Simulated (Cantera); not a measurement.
Feed: 1 mol Fe₂O₃, 0.076 mol H₂O, equilibrated at 0.230 bar.

Cantera equilibrium calculation (NASA polynomials, part measured and part estimated; ideal gas, pure solids and liquids). Candidate condensed phases: Fe, FeO, Fe(OH)₂, Fe(OH)₃, Fe₂O₃, Fe₃O₄, H₂O; 12 gas species. Mutual solubility and eutectic melting of coexisting phases are not modelled. Equilibrium is a limit: real reactors are often held back by kinetics, nucleation or transport.

x: gas mole fraction; n: condensed amount in mol.

```json
[
 {"T (K)": "1375", "x H₂O": "0.999", "x O₂": "0.000765", "x OH": "2.68e-5", "x O": "[?]", "x H₂": "2.30e-5", "n Fe₂O₃(s)": "1.000", "n Fe₃O₄(s)": "0.000231"},
 {"T (K)": "1400", "x H₂O": "0.998", "x O₂": "0.00159", "x OH": "4.14e-5", "x O": "[?]", "x H₂": "2.36e-5", "n Fe₂O₃(s)": "0.999", "n Fe₃O₄(s)": "0.000483"},
 {"T (K)": "1425", "x H₂O": "0.997", "x O₂": "0.00322", "x OH": "6.31e-5", "x O": "[?]", "x H₂": "2.41e-5", "n Fe₂O₃(s)": "0.999", "n Fe₃O₄(s)": "0.000982"},
 {"T (K)": "1450", "x H₂O": "0.994", "x O₂": "0.00635", "x OH": "9.46e-5", "x O": "[?]", "x H₂": "2.46e-5", "n Fe₂O₃(s)": "0.997", "n Fe₃O₄(s)": "0.00195"},
 {"T (K)": "1475", "x H₂O": "0.988", "x O₂": "0.0122", "x OH": "0.000140", "x O": "[?]", "x H₂": "2.51e-5", "n Fe₂O₃(s)": "0.994", "n Fe₃O₄(s)": "0.00377"},
 {"T (K)": "1500", "x H₂O": "0.977", "x O₂": "0.0231", "x OH": "0.000203", "x O": "[?]", "x H₂": "2.54e-5", "n Fe₂O₃(s)": "0.989", "n Fe₃O₄(s)": "0.00719"},
 {"T (K)": "1525", "x H₂O": "0.957", "x O₂": "0.0426", "x OH": "0.000291", "x O": "[?]", "x H₂": "2.54e-5", "n Fe₂O₃(s)": "0.980", "n Fe₃O₄(s)": "0.0136"},
 {"T (K)": "1550", "x H₂O": "0.922", "x O₂": "0.0771", "x OH": "0.000407", "x O": "[?]", "x H₂": "2.50e-5", "n Fe₂O₃(s)": "0.962", "n Fe₃O₄(s)": "0.0254"},
 {"T (K)": "1575", "x H₂O": "0.863", "x O₂": "0.137", "x OH": "0.000555", "x O": "[?]", "x H₂": "2.39e-5", "n Fe₂O₃(s)": "0.928", "n Fe₃O₄(s)": "0.0482"},
 {"T (K)": "1600", "x H₂O": "0.761", "x O₂": "0.238", "x OH": "0.000728", "x O": "[?]", "x H₂": "2.16e-5", "n Fe₂O₃(s)": "0.857", "n Fe₃O₄(s)": "0.0953"},
 {"T (K)": "1625", "x H₂O": "0.591", "x O₂": "0.408", "x OH": "0.000885", "x O": "[?]", "x H₂": "1.71e-5", "n Fe₂O₃(s)": "0.685", "n Fe₃O₄(s)": "0.210"},
 {"T (K)": "1650", "x H₂O": "0.313", "x O₂": "0.686", "x OH": "0.000880", "x O": "[?]", "x H₂": "9.24e-6", "n Fe₂O₃(s)": "0", "n Fe₃O₄(s)": "0.667"},
 {"T (K)": "1675", "x H₂O": "0.313", "x O₂": "0.686", "x OH": "0.00105", "x O": "[?]", "x H₂": "1.21e-5", "n Fe₂O₃(s)": "0", "n Fe₃O₄(s)": "0.667"},
 {"T (K)": "1700", "x H₂O": "0.312", "x O₂": "0.686", "x OH": "0.00125", "x O": "[?]", "x H₂": "1.58e-5", "n Fe₂O₃(s)": "0", "n Fe₃O₄(s)": "0.667"}
]
```

Q: Some entries are withheld; supply them.

A: 
- 1375, x O: 3.67e-8
- 1400, x O: 7.87e-8
- 1425, x O: 1.64e-7
- 1450, x O: 3.34e-7
- 1475, x O: 6.62e-7
- 1500, x O: 1.28e-6
- 1525, x O: 2.44e-6
- 1550, x O: 4.53e-6
- 1575, x O: 8.26e-6
- 1600, x O: 1.48e-5
- 1625, x O: 2.59e-5
- 1650, x O: 4.47e-5
- 1675, x O: 5.90e-5
- 1700, x O: 7.72e-5
